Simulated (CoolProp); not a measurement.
The numbers come from the reference Helmholtz-energy equation of state, Polt 1992 in CoolProp. This equation is an older, rougher fit.

Problem. For cyclopropane, give the phase and the density (kg/m³), cv (kJ/(kg K)), Joule-Thomson coefficient (K/MPa), isothermal compressibility (1/MPa) at 116.35 °C and 1070 kPa.

Solution. 
- 116.35 °C and 1070 kPa: gas; density 15.0, cv 1.63, Joule-Thomson coefficient 9.55, isothermal compressibility 1.01
